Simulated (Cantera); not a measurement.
A perfectly stirred reactor is fed with NO : N2 = 1 : 1.6 (molar parts), at 0.0132 atm; it is held at 2123 K, and followed from long to short residence time.

Model: GRI-Mech 3.0 (53 species, 325 reactions), integrated in Cantera. Radical loss at walls, strong at low pressure, is not modelled.

Question: What does this change do: 0.017 parts H2O added?

Answer: 
```
quantity                 before     after
---------------------  --------  --------
x(NO) at τ = 17.0 s      0.0667    0.0633
x(N2O) at τ = 17.0 s    1.00e-6   6.30e-7
x(N2) at τ = 17.0 s       0.772     0.768
x(O) at τ = 17.0 s      0.00553   0.00550
x(O2) at τ = 17.0 s       0.156     0.156
x(NO) at τ = 82.0 ms      0.382     0.379
x(N2O) at τ = 82.0 ms   5.59e-5   2.81e-5
x(N2) at τ = 82.0 ms      0.616     0.612
x(O) at τ = 82.0 ms    0.000622  0.000253
x(O2) at τ = 82.0 ms   0.000751   0.00135
```

Question: What does this change do: pressure from 0.0132 atm to 0.132 atm?

Answer: 
```csv
quantity,before,after
x(NO) at τ = 17.0 s,0.0667,0.0319
x(N2O) at τ = 17.0 s,1.00e-6,5.19e-7
x(N2) at τ = 17.0 s,0.772,0.791
x(O) at τ = 17.0 s,0.00553,0.00188
x(O2) at τ = 17.0 s,0.156,0.175
x(NO) at τ = 82.0 ms,0.382,0.364
x(N2O) at τ = 82.0 ms,5.59e-5,5.78e-5
x(N2) at τ = 82.0 ms,0.616,0.625
x(O) at τ = 82.0 ms,0.000622,0.000614
x(O2) at τ = 82.0 ms,0.000751,0.00973
```
